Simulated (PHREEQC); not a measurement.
## Copper plating or etch bath: speciation

Solution (40 °C): 0.062 mol/kgw Cu(BF4)2, 0.0002 mol/kgw HNO3 and 4.4e-05 mol/kgw KCl. It is in equilibrium with CO2 at log p = -3.4 (atm). Otherwise closed; pH follows from the charge balance.

Computed with PHREEQC (ion-association model, wateq4f.dat).

- pH = 2.62
- ionic strength = 0.187 mol/kgw
- total alkalinity = -372 meq/kg

```tsv
species	molality	activity	log γ
BF4-	0.116	0.0787	-0.167
Cu+2	0.0608	0.0198	-0.488
HF	0.00972	0.0101	0.019
BF3OH-	0.00562	0.00383	-0.167
F-	0.00304	0.00215	-0.151
H+	0.00299	0.00238	-0.099
H3BO3	0.00157	0.00164	0.019
BF2(OH)2-	0.00129	0.000882	-0.167
CuF+	0.00119	0.000883	-0.129
NO3-	0.000200	0.000139	-0.158
H2F2	0.000147	0.000154	0.019
HF2-	0.000130	9.16e-5	-0.151
K+	4.40e-5	3.13e-5	-0.148
Cl-	3.98e-5	2.83e-5	-0.148
CO2	9.05e-6	9.44e-6	0.019
CuCl+	4.22e-6	3.03e-6	-0.144
```

Precipitation was switched off in this run. Complexes and solids missing from the database can't appear. At this temperature some constants are extrapolated from 25 °C, and those without enthalpy data are left unchanged. Real BF4- forms and hydrolyses slowly; the run takes it at equilibrium.
